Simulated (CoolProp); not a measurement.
The numbers come from the reference Helmholtz-energy equation of state, Span 2000 in CoolProp.

Q: Give the vapour pressure (bar), liquid density (kg/m³), enthalpy of vaporisation (kJ/kg), liquid cp (kJ/(kg K)) of saturated nitrogen at -185.15 °C.

A: 
```csv
T (°C),p (bar),liquid density (kg/m³),enthalpy of vaporisation (kJ/kg),liquid cp (kJ/(kg K))
-185.15,3.03,755,184,2.12
```
